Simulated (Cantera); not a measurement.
Mixture: H2 : O2 : N2 = 1 : 0.333 : 1.25 (molar parts), equivalence ratio 1.5, at 1580 Torr, adiabatic and at constant pressure. Ignition delay is the time to a rise of 400 K.

Detailed kinetics in Cantera: the H2/O2 subset of GRI-Mech 3.0, which has no nitrogen chemistry. The hydrogen kinetics of GRI-Mech 3.0 are dated; newer H2 mechanisms differ, most at raised pressure. Below about 950 K walls govern HO2 and H2O2 in real vessels.

Task: At T0 = 1248 K, what is the delay, and which 6 reactions control it most (d ln τ / d ln k, from doubling and halving each rate constant)?

Result: The delay is 19.0 µs.
```json
[
 {"reaction": "H + O2 <=> O + OH", "d ln τ / d ln k": "-0.88", "faster rate": "shortens it"},
 {"reaction": "H2 + O <=> H + OH", "d ln τ / d ln k": "-0.13", "faster rate": "shortens it"},
 {"reaction": "H + O2 + M <=> HO2 + M", "d ln τ / d ln k": "0.08", "faster rate": "lengthens it"},
 {"reaction": "H + O2 + N2 <=> HO2 + N2", "d ln τ / d ln k": "0.06", "faster rate": "lengthens it"},
 {"reaction": "H2 + OH <=> H + H2O", "d ln τ / d ln k": "-0.05", "faster rate": "shortens it"},
 {"reaction": "H + HO2 <=> H2 + O2", "d ln τ / d ln k": "-0.05", "faster rate": "shortens it"}
]
```
